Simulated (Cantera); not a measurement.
Transport properties of process gases

Gas mixture: CO2 : C2H2 = 0.98 : 0.38 (molar parts), at 3750 Torr, frozen composition.

Cantera's kinetic-theory transport with the Lennard-Jones parameters of GRI-Mech 3.0, ideal gas; thermal conductivity in the mixture-averaged form. The composition is frozen, though it would react at the higher temperatures.

```
T (K)  ρ (kg/m³)  cp (J/kg/K)  μ (µPa s)  λ (mW/m/K)     Pr  D (cm²/s) OH  D (cm²/s) NH3  D (cm²/s) H2O
-----  ---------  -----------  ---------  ----------  -----  ------------  -------------  -------------
400         5.86         1123       18.2        27.9  0.734        0.0845         0.0575         0.0589
550         4.26         1256       23.9        40.8  0.735         0.148          0.106          0.110
700         3.35         1353       28.9        53.2  0.734         0.223          0.167          0.173
850         2.76         1429       33.4        65.0  0.734         0.310          0.238          0.248
1000        2.34         1491       37.6        76.2  0.735         0.408          0.318          0.333
1150        2.04         1540       41.5        86.8  0.735         0.516          0.407          0.428
```
D: mixture-averaged diffusion coefficient of that species in the mixture.
